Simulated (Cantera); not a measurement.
**Catalytic stagnation flow on Pt**

A jet of 2.05 % H2, 8.08 % O2, 89.9 % N2, equivalence ratio 0.13 at 300 K and 0.444 atm hits a platinum plate 9.9 cm away at a mass flux of 0.024 kg/m²/s; the plate temperature is set and raised in steps from an oxygen-covered start.

Computed with Cantera and Deutschmann's 1995 Pt surface mechanism with GRI-Mech 3.0 gas chemistry. Catalytic surfaces can have several steady states; this one follows from the mechanism file's or the stated starting coverage.

```
plate T (K)  wall x H2  wall x O2  wall x H2O  wall x OH  θ free Pt   θ O*    θ OH*
-----------  ---------  ---------  ----------  ---------  ---------  -----  -------
500           0.000623     0.0594      0.0392      <1e-8     0.0154  0.964   0.0207
550           0.000621     0.0594      0.0388      <1e-8     0.0163  0.972   0.0119
600           0.000618     0.0595      0.0386      <1e-8     0.0171  0.975  0.00741
650           0.000599     0.0595      0.0384      <1e-8     0.0185  0.976  0.00501
700           0.000505     0.0595      0.0383      <1e-8     0.0230  0.973  0.00385
750           0.000328     0.0593      0.0385      <1e-8     0.0366  0.960  0.00350
```
x: mole fraction at the wall; θ: surface coverage.
